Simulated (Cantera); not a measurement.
Premixed flame

A freely propagating, adiabatic, planar premixed flame of 2.21 % CH4, 0.0797 % C2H6, 2.19 % C3H8, 20.1 % O2, 75.4 % N2, unburnt at 525 K and 1.01 bar; unity-Lewis-number transport, grid criteria slope 0.08 and curve 0.16, no radiation.

Model: GRI-Mech 3.0 (53 species, 325 reactions), integrated in Cantera. GRI-Mech 3.0 was tuned for natural gas; its chemistry of propane as a main component is partial and can be far from experiment. Unity Lewis numbers drop preferential diffusion, which matters most where H2 and H carry the flame. Burning velocities carry a grid error of a few per cent, more on coarse grids.

| z (mm) | T (K) | u (m/s) | x CH4 | x C2H6 | x C3H8 | x C2H4 | x NO | x OH |
|---|---|---|---|---|---|---|---|---|
| -1.10 | 525 | 0.736 | 0.0221 | 0.000797 | 0.0219 | 2.10e-6 | <1e-8 | <1e-8 |
| -0.734 | 528 | 0.740 | 0.0221 | 0.000797 | 0.0218 | 1.91e-5 | <1e-8 | <1e-8 |
| -0.551 | 537 | 0.753 | 0.0219 | 0.000799 | 0.0216 | 7.62e-5 | 3.52e-8 | <1e-8 |
| -0.367 | 595 | 0.837 | 0.0210 | 0.000812 | 0.0203 | 0.000425 | 2.21e-7 | 2.08e-7 |
| -0.184 | 907 | 1.29 | 0.0156 | 0.000862 | 0.0130 | 0.00222 | 1.60e-6 | 7.94e-6 |
| -0.0918 | 1253 | 1.82 | 0.00922 | 0.000636 | 0.00513 | 0.00353 | 3.49e-6 | 0.000196 |
| 0 | 1620 | 2.39 | 0.00220 | 5.50e-5 | 0.000230 | 0.00135 | 6.24e-6 | 0.00288 |
| 0.0918 | 1765 | 2.61 | 0.000125 | 1.73e-7 | 3.59e-7 | 4.36e-5 | 9.41e-6 | 0.00669 |
| 0.184 | 1822 | 2.68 | 4.58e-6 | <1e-8 | <1e-8 | 7.43e-7 | 1.19e-5 | 0.00789 |
| 0.367 | 1897 | 2.78 | 1.26e-8 | <1e-8 | <1e-8 | <1e-8 | 1.58e-5 | 0.00835 |
| 0.734 | 1982 | 2.88 | <1e-8 | <1e-8 | <1e-8 | <1e-8 | 2.14e-5 | 0.00785 |
| 1.47 | 2057 | 2.97 | <1e-8 | <1e-8 | <1e-8 | <1e-8 | 2.94e-5 | 0.00655 |
| 2.94 | 2110 | 3.04 | <1e-8 | <1e-8 | <1e-8 | <1e-8 | 4.04e-5 | 0.00506 |
x: mole fraction of selected species; z is measured from the peak of heat release.

```json
{
  "laminar_burning_velocity": "73.5 cm/s",
  "thermal_thickness": "0.367 mm",
  "peak x(C2H4)": "0.00354",
  "peak x(OH)": "0.00836",
  "grid_points": "126"
}
```
